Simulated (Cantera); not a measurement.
Charge: 1 mol C, 0.28 mol O2, at 10.0 Torr.

Method: chemical equilibrium by Gibbs-energy minimisation in Cantera with the NASA 1993 tables (ideal gas, pure condensed phases). Candidate condensed phases: C; 12 gas species. The numbers say what is thermodynamically allowed, not how fast it happens.

log p: log10 of the partial pressure in bar; n: condensed amount in mol.

```csv
T (°C),log p CO,log p C3,log p C,log p C2,log p C5,n C(graphite)
2300,-1.88,-5.82,-6.36,-6.85,-8.22,0.440
2350,-1.88,___,___,___,___,0.440
2400,-1.88,-5.21,-5.81,-6.23,-7.43,0.439
2450,-1.88,-4.92,-5.56,-5.94,-7.06,0.438
2500,-1.88,___,___,___,___,0.437
2550,-1.88,-4.38,-5.07,-5.39,-6.36,0.434
2600,-1.88,-4.12,-4.84,-5.12,-6.03,0.429
2650,-1.88,-3.87,-4.62,-4.87,-5.71,0.420
2700,-1.89,-3.63,-4.41,-4.63,-5.41,0.405
```

Some entries are withheld; supply them.


- 2500, log p C3: -4.65
- 2500, log p C: -5.31
- 2500, log p C2: -5.66
- 2500, log p C5: -6.71
- 2350, log p C3: -5.51
- 2350, log p C: -6.08
- 2350, log p C2: -6.54
- 2350, log p C5: -7.82
